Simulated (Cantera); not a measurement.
## Stirred combustor or abatement burner

A perfectly stirred reactor is fed with CO : H₂ : CH₄ : O₂ : N₂ = 1 : 0.66 : 1.4 : 2.51 : 30.1 (molar parts), equivalence ratio 1.4, at 780000 Pa; it is adiabatic with a 375 K inlet, and is followed from long to short residence time, starting on the burning branch (τ in s: 0.1, 0.046, 0.021, 0.0095, 0.0044, 0.002, 0.00092, 0.00042, 0.00019, 8.8e-05, 4e-05, 1.8e-05).

Model: GRI-Mech 3.0 (53 species, 325 reactions), integrated in Cantera.

```
τ (s)    T (K)    x CO    x H₂   x CH₄    x HCO   x H₂O₂      x O
-------  -----  ------  ------  ------  -------  -------  -------
0.10      1088  0.0318  0.0127  0.0101  1.38e-8  1.50e-5  3.89e-8
0.046      375  0.0280  0.0185  0.0392   <1e-12   <1e-12   <1e-12
0.021      375  0.0280  0.0185  0.0392   <1e-12   <1e-12   <1e-12
0.0095     375  0.0280  0.0185  0.0392   <1e-12   <1e-12   <1e-12
0.0044     375  0.0280  0.0185  0.0392   <1e-12   <1e-12   <1e-12
0.0020     375  0.0280  0.0185  0.0392   <1e-12   <1e-12   <1e-12
0.00092    375  0.0280  0.0185  0.0392   <1e-12   <1e-12   <1e-12
0.00042    375  0.0280  0.0185  0.0392   <1e-12   <1e-12   <1e-12
0.00019    375  0.0280  0.0185  0.0392   <1e-12   <1e-12   <1e-12
8.8e-5     375  0.0280  0.0185  0.0392   <1e-12   <1e-12   <1e-12
4.0e-5     375  0.0280  0.0185  0.0392   <1e-12   <1e-12   <1e-12
1.8e-5     375  0.0280  0.0185  0.0392   <1e-12   <1e-12   <1e-12
```
x: mole fraction; the columns are a selection and need not sum to one.
